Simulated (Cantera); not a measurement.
# Carbon deposition, reforming and gasification: CH4 + H2 + N2

Input: 1 mol CH4, 9.1 mol H2, 1 mol N2, held at 2823 K.

These are equilibrium values from Cantera (NASA tables, ideal gas, pure condensed phases), not measurements of a reactor. Candidate condensed phases: C, C6H6, C7H8, C8H18; 92 gas species. The ideal-gas law is rough above about 30 bar. Rates play no part.

From 10.0 Pa to 100 bar nothing is condensed. The main C-bearing gas is C at 10.0 Pa and C2H2 (acetylene) at 100 bar.

```tsv
P (Pa)	x H	x H2	x N2	x HCN	x C2H2 (acetylene)	x C	x C3	x CH4
10	0.919	0.0107	0.0395	0.000658	1.89e-5	0.0187	0.00452	<1e-12
100	0.842	0.0901	0.0414	0.00508	0.00107	0.00486	0.00795	4.45e-10
1000	0.540	0.371	0.0485	0.0175	0.0109	0.000762	0.00306	1.18e-7
10000	0.228	0.662	0.0579	0.0255	0.0194	7.62e-5	0.000306	3.77e-6
100000	0.0794	0.802	0.0627	0.0283	0.0221	7.39e-6	2.79e-5	5.36e-5
1000000	0.0259	0.852	0.0646	0.0291	0.0226	7.26e-7	2.65e-6	0.000593
10000000	0.00824	0.864	0.0664	0.0281	0.0205	6.86e-8	2.23e-7	0.00577
```
x: gas mole fraction; nothing condenses.
